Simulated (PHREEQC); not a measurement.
A made-up water analysis in mg/L, 25 °C, pH 2.82, pe 11.6:

```json
[
 {"constituent": "Na", "mg/L": "54.7"},
 {"constituent": "K", "mg/L": "27.2"},
 {"constituent": "Ca", "mg/L": "472"},
 {"constituent": "Mg", "mg/L": "0.311"},
 {"constituent": "Cl", "mg/L": "390"},
 {"constituent": "S(6) as SO4", "mg/L": "982"},
 {"constituent": "Si as SiO2", "mg/L": "1.61"},
 {"constituent": "Al", "mg/L": "9.56"}
]
```

Valence states are taken as typed.

Model: ion-association model, phreeqc.dat, run in PHREEQC.

```json
[
 {"quantity": "ionic strength (mol/kgw)", "before": "0.0403", "after": "0.0754"},
 {"quantity": "Ca+2 (mol/kgw)", "before": "0.00914", "after": "0.0172"},
 {"quantity": "SO4-2 (mol/kgw)", "before": "0.00665", "after": "0.0123"},
 {"quantity": "CaSO4 (mol/kgw)", "before": "0.00262", "after": "0.00637"},
 {"quantity": "HSO4- (mol/kgw)", "before": "0.000576", "after": "0.000925"},
 {"quantity": "SI of Gypsum (CaSO4:2H2O)", "before": "-0.25", "after": "+0.14"},
 {"quantity": "SI of Quartz (SiO2)", "before": "-0.59", "after": "-0.28"}
]
```

Question: Name the change that produced these shifts.
A. Na from 54.7 to 164 mg/L
B. all concentrations times 2 at the same typed pH
C. temperature from 25 to 55 °C at the same typed pH

Answer: B, all concentrations times 2 at the same typed pH

No solid was allowed to form. Some of these states are supersaturated (in Gypsum, for instance).
